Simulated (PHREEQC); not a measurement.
A PHREEQC input (ion-association model, wateq4f.dat):

```
SOLUTION 1
  temp 25
  units mg/L
  pH 5.85 charge
  pe 9.2
  Na 0.0808
  K 0.0708
  Ca 0.472
  Mg 0.0524
  Cl 0.0757
  S(6) 0.826 as SO4
  Alkalinity 0.834 as HCO3
  F 0.0142
  O(0) 0.0274
  Cd 0.004
END
USE solution 1
EQUILIBRIUM_PHASES 1
  Fluorite 0 0
  CO2(g) -2 10
END
```

It stops with these messages:

```
ERROR: pH adustment cannot attain charge balance when alkalinity is fixed.
ERROR: Program terminating due to input errors.
```

The fault: pH asked from the charge balance while alkalinity is fixed. The line should read `pH 5.85` where the input has `pH 5.85 charge`. With the mend the run ends at pH 5.14 and ionic strength 6.33e-5 mol/kgw.
